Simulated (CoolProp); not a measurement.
Vapour-liquid equilibrium of benzene (1) + m-xylene (2) at 222.15 °C; x and y are mole fractions of (1).

Model: multi-fluid Helmholtz-energy mixture model, Thol 2012 and Zhou 2012; pair parameters Bell 2016, in CoolProp.

```json
[
 {"x": "0.05", "bubble pressure (bar)": "6.805", "y at the bubble point": "0.121", "dew pressure at overall composition x (bar)": "6.428", "liquid density (mol/L)": "(withheld)"},
 {"x": "0.2", "bubble pressure (bar)": "(withheld)", "y at the bubble point": "0.389", "dew pressure at overall composition x (bar)": "7.272", "liquid density (mol/L)": "6.537"},
 {"x": "0.35", "bubble pressure (bar)": "10.60", "y at the bubble point": "0.572", "dew pressure at overall composition x (bar)": "(withheld)", "liquid density (mol/L)": "6.773"},
 {"x": "0.5", "bubble pressure (bar)": "12.61", "y at the bubble point": "(withheld)", "dew pressure at overall composition x (bar)": "9.761", "liquid density (mol/L)": "(withheld)"},
 {"x": "0.65", "bubble pressure (bar)": "14.73", "y at the bubble point": "0.814", "dew pressure at overall composition x (bar)": "11.68", "liquid density (mol/L)": "7.283"},
 {"x": "0.8", "bubble pressure (bar)": "16.97", "y at the bubble point": "0.902", "dew pressure at overall composition x (bar)": "(withheld)", "liquid density (mol/L)": "7.556"},
 {"x": "0.95", "bubble pressure (bar)": "19.38", "y at the bubble point": "0.977", "dew pressure at overall composition x (bar)": "18.44", "liquid density (mol/L)": "7.836"}
]
```

What belongs in the gaps?


- 0.05, liquid density (mol/L): 6.315
- 0.2, bubble pressure (bar): 8.678
- 0.35, dew pressure at overall composition x (bar): 8.348
- 0.5, y at the bubble point: 0.708
- 0.5, liquid density (mol/L): 7.021
- 0.8, dew pressure at overall composition x (bar): 14.40

No azeotrope shows between x = 0.05 and 0.95.

The pair parameters rest on a limited set of measurements; away from them the model extrapolates.
